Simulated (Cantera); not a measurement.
Ignition delay

Mixture: CH₄ : H₂ : O₂ : N₂ = 1 : 0.063 : 2.9 : 10.9 (molar parts), equivalence ratio 0.70, at 280000 Pa, adiabatic and at constant pressure. Ignition delay is the time to a rise of 400 K.

Model: GRI-Mech 3.0 (53 species, 325 reactions), integrated in Cantera.

```tsv
T0 (K)	delay (ms)
1050	39.5
1150	13.1
1250	4.33
1350	1.48
1450	0.548
1550	0.224
```

```json
{
  "apparent activation energy between 1350 and 1550 K": "160 kJ/mol"
}
```
